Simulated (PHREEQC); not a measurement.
Solution (25 °C): 0.13 mol FeSO4, 6e-05 mol CuCl2 and 0.00027 mol NaCl per kg of water. Closed to the air; pH follows from the charge balance.

Equilibrium calculation in PHREEQC: ion-association model, wateq4f.dat.

Each row changes one thing in this solution. Precipitation was switched off in this run.

```csv
case,pH,ionic strength (mol/kgw),Fe+2 (mol/kgw),SO4-2 (mol/kgw),FeSO4 (mol/kgw),Na+ (mol/kgw),SI of Tenorite (CuO),SI of Melanterite (FeSO4:7H2O)
as made,5.83,0.276,0.0689,0.0689,0.0611,0.000248,-1.01,-1.24
0.21 mol/kgw KCl added,5.80,0.508,0.0805,0.0683,0.0441,0.000252,-1.10,-1.38
FeSO4 from 0.13 to 0.013 mol/kgw,5.89,___,___,0.00913,0.00384,0.000264,-0.51,-2.45
CuCl2 from 6e-05 to 6.6e-05 mol/kgw,5.83,0.276,0.0689,0.0689,0.0611,0.000248,-0.97,-1.24
NaCl from 0.00027 to 0.000405 mol/kgw,5.83,0.276,0.0689,0.0689,0.0611,0.000372,-1.01,-1.24
temperature from 25 to 35 °C,5.72,0.260,0.0649,0.0649,0.0650,0.000248,-0.88,___
diluted 100-fold with water,6.27,0.00466,0.00116,0.00116,0.000136,2.69e-6,-1.51,-3.91
```

Question: Complete the blanks.

Answer: 
- FeSO4 from 0.13 to 0.013 mol/kgw, ionic strength (mol/kgw): 0.0370
- FeSO4 from 0.13 to 0.013 mol/kgw, Fe+2 (mol/kgw): 0.00915
- temperature from 25 to 35 °C, SI of Melanterite (FeSO4:7H2O): -1.40

Complexes and solids missing from the database can't appear.
